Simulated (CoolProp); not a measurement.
Vapour-liquid equilibrium of toluene (1) + ethylbenzene (2) at 241 kPa; x and y are mole fractions of (1).

Computed with CoolProp (multi-fluid Helmholtz-energy mixture model, Lemmon 2006 and Zhou 2012; pair parameters Bell 2016).

Q: Give the bubble temperature and the first vapour's composition at x = 0.35, 0.725, 0.875. Is there an azeotrope?

A: x = 0.35: 433.8 K, y = 0.481; x = 0.725: 424.0 K, y = 0.826; x = 0.875: 420.3 K, y = 0.929. No azeotrope shows between x = 0.05 and 0.95.

Pair parameters are fitted to limited data, so mixtures are less certain than the pure fluids.
